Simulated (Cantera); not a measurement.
A closed system holds: 1 mol Fe₃O₄, 4.5 mol H₂, equilibrated at 1400 K and 440 Pa.

These are equilibrium values from Cantera (NASA tables, ideal gas, pure condensed phases), not measurements of a reactor. Candidate condensed phases: Fe, FeO, Fe(OH)₂, Fe(OH)₃, Fe₂O₃, Fe₃O₄, H₂O; 12 gas species. Mutual solubility and eutectic melting of coexisting phases are not modelled. The tables' stoichiometric FeO is somewhat more stable than real wüstite, so its field is too wide. FeO: taken at fixed stoichiometry. Rates play no part.

Base state: H₂ 0.727, H₂O 0.273, H 6.25e-5 (mole fractions); condensed: Fe(γ) + FeO(s).

Task: What changes in the equilibrium state with this change: temperature from 1400 K to 2148.15 K?

Result: 
| species | before | after |
|---|---|---|
| H₂ | 0.727 | 0.388 |
| H₂O | 0.273 | 0.364 |
| Fe | 3.48e-6 | 0.198 |
| H | 6.25e-5 | 0.0392 |
| FeO | 3.28e-9 | 0.00514 |
| O | <1e-9 | 0.000337 |
| O₂ | <1e-9 | 0.000134 |
| Fe(γ), mol | 0.227 | 0 |
| FeO(s), mol | 2.77 | 0 |
| FeO(l), mol | 0 | 1.82 |
